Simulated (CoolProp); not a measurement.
Carbon monoxide along the isotherm 139.2 K: density (kg/m³) from the reference equation and from simpler models built on Tc = 132.9 K, pc = 3498 kPa, ω = 0.050; each cubic takes its own stable root.

Computed with CoolProp (reference Helmholtz-energy equation of state, Lemmon 2006). It is a short technical equation, of lower accuracy than the large ones.

| p (kPa) | phase | reference | ideal gas | van der Waals | Redlich-Kwong | Soave-Redlich-Kwong | Peng-Robinson |
|---|---|---|---|---|---|---|---|
| 350 | gas | 8.729 | 8.471 | 8.706 | 8.735 | 8.734 | 8.767 |
| 700 | gas | 18.03 | 16.94 | 17.94 | 18.06 | 18.05 | 18.19 |
| 1050 | gas | 28.01 | 25.41 | 27.78 | 28.07 | 28.05 | 28.39 |
| 1400 | gas | 38.78 | 33.88 | 38.37 | 38.90 | 38.87 | 39.50 |
| 1750 | gas | 50.54 | 42.35 | 49.87 | 50.73 | 50.67 | 51.73 |
| 2100 | gas | 63.53 | 50.82 | 62.53 | 63.80 | 63.71 | 65.36 |
| 2450 | gas | 78.10 | 59.29 | 76.71 | 78.49 | 78.34 | 80.78 |
| 2800 | gas | 94.80 | 67.76 | 93.00 | 95.34 | 95.09 | 98.61 |
| 3150 | gas | 114.6 | 76.23 | 112.5 | 115.3 | 114.9 | 119.8 |
| 3500 | supercritical | 139.1 | 84.71 | 137.4 | 140.0 | 139.2 | 146.3 |
| 3850 | supercritical | 172.1 | 93.18 | 174.5 | 173.2 | 171.6 | 181.5 |
| 4200 | supercritical | 223.5 | 101.6 | 244.4 | 223.4 | 219.3 | 233.5 |
| 4550 | supercritical | 306.8 | 110.1 | 296.1 | 290.1 | 283.5 | 303.8 |
| 4900 | supercritical | 373.9 | 118.6 | 321.4 | 337.9 | 332.5 | 359.6 |
| 5250 | supercritical | 410.1 | 127.1 | 338.4 | 368.7 | 364.3 | 396.5 |
